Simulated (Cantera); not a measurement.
An isothermal, constant-pressure homogeneous reactor starts with NH3 : N2 = 1 : 23 (molar parts), at 1275 K and 1.00 atm. Integrator tolerance rtol = 1e-08.

Computed with Cantera and the gas-phase N/H chemistry of the illustrative SiF4/NH3 mechanism in the Surface Chemkin manual (1991). Walls and surfaces, which speed up NH3 decomposition in real reactors, are not modelled.

Question: What does this change do: temperature 1275 to 1948 K?

Answer: 
```tsv
quantity	before	after
x(NH3) at 20.0 s	0.0411 (gas-phase equilibrium 1.95e-6)	1.43e-6 (gas-phase equilibrium 3.15e-7)
x(N2) at 20.0 s	0.958 (gas-phase equilibrium 0.940)	0.940 (gas-phase equilibrium 0.940)
x(NH2) at 20.0 s	1.35e-6 (gas-phase equilibrium 1.03e-11)	1.88e-8 (gas-phase equilibrium 4.15e-9)
x(H2) at 20.0 s	0.000863 (gas-phase equilibrium 0.0600)	0.0599 (gas-phase equilibrium 0.0599)
x(N2H4) at 20.0 s	1.07e-8 (gas-phase equilibrium <1e-12)	<1e-12 (gas-phase equilibrium <1e-12)
```

Question: What does this change do: temperature 1275 to 1375 K?

Answer: 
```csv
quantity,before,after
x(NH3) at 20.0 s,0.0411 (gas-phase equilibrium 1.95e-6),0.0383 (gas-phase equilibrium 1.33e-6)
x(N2) at 20.0 s,0.958 (gas-phase equilibrium 0.940),0.957 (gas-phase equilibrium 0.940)
x(NH2) at 20.0 s,1.35e-6 (gas-phase equilibrium 1.03e-11),2.89e-6 (gas-phase equilibrium 3.65e-11)
x(H2) at 20.0 s,0.000863 (gas-phase equilibrium 0.0600),0.00483 (gas-phase equilibrium 0.0600)
x(N2H4) at 20.0 s,1.07e-8 (gas-phase equilibrium <1e-12),7.22e-9 (gas-phase equilibrium <1e-12)
```
